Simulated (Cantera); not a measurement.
## Diamond growth

A diamond (100) surface in a fixed gas of H2 with x(CH4) = 0.01, x(H) = 0.0045, at 950 K, 0.140 bar; coverages are run to steady state.

Model: the Harris–Goodwin 1993 mechanism for the reconstructed diamond (100) surface, integrated in Cantera.

```csv
x(CH3),growth (µm/h),θ c6HH,θ c6H*,θ c6*H,θ c6**,θ c6HM
1e-06,0.0579,0.644,0.0142,0.335,0.00668,0.000149
2.5e-06,0.145,0.643,0.0142,0.335,0.00668,0.000373
6.2e-06,0.359,0.643,0.0142,0.335,0.00667,0.000925
1.5e-05,0.866,0.642,0.0142,0.334,0.00666,0.00223
3.8e-05,2.18,0.639,0.0141,0.333,0.00662,0.00563
9.4e-05,5.34,0.632,0.0140,0.329,0.00653,0.0138
0.00023,12.7,0.617,0.0136,0.321,0.00631,0.0327
0.00058,29.9,0.580,0.0128,0.301,0.00581,0.0771
0.0014,62.3,0.510,0.0112,0.264,0.00488,0.161
```
θ: site fractions in the mechanism's names (c6HH fully hydrogenated, c6H* and c6*H radical sites, c6** diradical, c6HM methylated).
